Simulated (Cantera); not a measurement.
A Cantera script and what it prints.

```python
import numpy as np
import cantera as ct

gas_names = """
    CL CL2 H HCL H2 N NH NH2 NH3 N2 N2H2 N2H4 Si SiCL SiCL2 SiCL3 SiCL4 SiH SiHCL3 SiH2 SiH2CL2 SiH3
    SiH3CL SiH4 SiN Si2 Si2N Si3
""".split()
cond_names = """
    NH4CL(a) NH4CL(b) Si(cr) Si(L) Si3N4(a)
""".split()


def load(file, names, dense=False):
    # The tables refer to 1 bar. Condensed volumes are neglected.
    table = {s.name: s for s in ct.Species.list_from_file(file)}
    out = []
    for n in names:
        d = dict(table[n].input_data)
        d["thermo"] = dict(d["thermo"], **{"reference-pressure": 1e5})
        if dense:
            d["equation-of-state"] = {"model": "constant-volume", "density": "1e6 g/cm^3"}
        out.append(ct.Species.from_dict(d))
    return out


gas = ct.Solution(thermo="ideal-gas", species=load("nasa_gas.yaml", gas_names))
cond = {s.name: ct.Solution(thermo="fixed-stoichiometry", species=[s], name=s.name)
        for s in load("nasa_condensed.yaml", cond_names, dense=True)}
atoms = {
    'SiHCl3': {'Si': 1, 'H': 1, 'CL': 3},
    'N2': {'N': 2},
    'H2': {'H': 2},
}
top_T = {'Si3N4(a)': 2400}  # K; cautious upper limits of use, not melting points


def equilibrate(T, P, feed):
    n = {}
    for name, mol in feed.items():
        for a, k in atoms[name].items():
            n[a] = n.get(a, 0.0) + k * mol
    gas.TPX = T, P, n
    mass = sum(n.values()) * gas.mean_molecular_weight
    gas.equilibrate("TP")
    valid = [c for c in cond.values() if c.min_temp <= T <= top_T.get(c.name, c.max_temp)]
    mix = ct.Mixture([(gas, mass / gas.mean_molecular_weight)] + [(c, 0.0) for c in valid])
    mix.T, mix.P = T, P
    mix.equilibrate("TP", solver="vcs", rtol=1e-11, max_steps=5000)
    return mix


results = []
feed = {'SiHCl3': 1, 'N2': 6.4, 'H2': 1.5}  # mol
P = 820  # Pa
for T in [850, 1050, 1250, 1450, 1650, 1850, 2050]:
    mix = equilibrate(T, P, feed)
    results.append((T, P, feed, dict(zip(mix.species_names, mix.species_moles))))

top = {s: max(r[3][s] / sum(r[3][g] for g in gas_names) for r in results) for s in gas_names}
cols = sorted((s for s in top if top[s] > 1e-05), key=lambda s: -top[s])[:8]
seen = [c for c in cond_names if any(r[3].get(c, 0) > 1e-12 for r in results)]
print("log10 of partial pressures in bar; condensed amounts in mol")
print(f"{'T/K':>10s}" + "".join(f"{s[:9]:>10s}" for s in cols + seen))
for T, P, feed, n in results:
    ng = sum(n[g] for g in gas_names)
    print(f"{T:10.4g}" + "".join(f"{np.log10(max(n[s] / ng * P / 1e5, 1e-99)):10.3f}" for s in cols)
          + "".join(f"{n.get(c, 0):10.4g}" for c in seen))
```

It prints:

```
log10 of partial pressures in bar; condensed amounts in mol
       T/K        N2       HCL        H2     SiCL2     SiCL4         H     SiCL3        CL  Si3N4(a)
       850    -2.276    -2.755    -3.039   -10.365    -3.633   -12.208    -7.924   -11.923    0.2467
      1050    -2.280    -2.709    -3.090    -7.110    -3.741    -9.636    -6.055    -9.295    0.2651
      1250    -2.282    -2.689    -3.119    -4.936    -3.857    -7.875    -4.824    -7.513    0.2708
      1450    -2.282    -2.750    -3.070    -3.598    -4.385    -6.559    -4.273    -6.329    0.1999
      1650    -2.277    -3.013    -2.927    -3.137    -5.860    -5.505    -4.669    -5.696   0.03245
      1850    -2.277    -3.085    -2.909    -3.091    -6.965    -4.723    -5.112    -5.019         0
      2050    -2.282    -3.057    -2.937    -3.126    -7.702    -4.113    -5.428    -4.364         0
```

Method: chemical equilibrium by Gibbs-energy minimisation in Cantera with the NASA 1993 tables (ideal gas, pure condensed phases). N2 is the only nitrogen source here; it is nearly inert below about 1500 K, so the nitride shown seldom forms there in practice. The tables' values for SiCl3, SiCl, SiN are old estimates; treat these amounts as uncertain.
